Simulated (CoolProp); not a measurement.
Aqueous ethanol as a coolant, 52 % by mass, freezing at -39.1 °C, 1 atm.

Computed with CoolProp (Melinder's fits for secondary coolants).

```json
[
 {"T (°C)": "-14.8", "Prandtl number": "156", "density (kg/m³)": "936.8", "conductivity (W/(m K))": "0.301", "viscosity (mPa s)": "13.8"},
 {"T (°C)": "-10.8", "Prandtl number": "126", "density (kg/m³)": "933.6", "conductivity (W/(m K))": "0.302", "viscosity (mPa s)": "11.0"},
 {"T (°C)": "-6.8", "Prandtl number": "103", "density (kg/m³)": "930.4", "conductivity (W/(m K))": "0.303", "viscosity (mPa s)": "8.93"},
 {"T (°C)": "-2.7", "Prandtl number": "85.0", "density (kg/m³)": "?", "conductivity (W/(m K))": "0.304", "viscosity (mPa s)": "?"},
 {"T (°C)": "1.3", "Prandtl number": "71.1", "density (kg/m³)": "924.0", "conductivity (W/(m K))": "0.305", "viscosity (mPa s)": "6.03"},
 {"T (°C)": "5.4", "Prandtl number": "59.8", "density (kg/m³)": "?", "conductivity (W/(m K))": "0.306", "viscosity (mPa s)": "5.03"},
 {"T (°C)": "9.4", "Prandtl number": "51.0", "density (kg/m³)": "917.5", "conductivity (W/(m K))": "0.307", "viscosity (mPa s)": "4.25"},
 {"T (°C)": "13.5", "Prandtl number": "43.7", "density (kg/m³)": "914.3", "conductivity (W/(m K))": "0.308", "viscosity (mPa s)": "3.61"},
 {"T (°C)": "17.5", "Prandtl number": "37.8", "density (kg/m³)": "911.1", "conductivity (W/(m K))": "0.309", "viscosity (mPa s)": "3.11"},
 {"T (°C)": "21.5", "Prandtl number": "33.0", "density (kg/m³)": "907.8", "conductivity (W/(m K))": "0.309", "viscosity (mPa s)": "2.69"},
 {"T (°C)": "25.6", "Prandtl number": "28.8", "density (kg/m³)": "904.5", "conductivity (W/(m K))": "0.310", "viscosity (mPa s)": "2.33"},
 {"T (°C)": "29.6", "Prandtl number": "25.3", "density (kg/m³)": "901.3", "conductivity (W/(m K))": "0.311", "viscosity (mPa s)": "2.04"},
 {"T (°C)": "33.7", "Prandtl number": "?", "density (kg/m³)": "898.0", "conductivity (W/(m K))": "0.312", "viscosity (mPa s)": "1.79"}
]
```

What belongs in the gaps?


- -2.7, density (kg/m³): 927.2
- -2.7, viscosity (mPa s): 7.27
- 5.4, density (kg/m³): 920.7
- 33.7, Prandtl number: 22.2
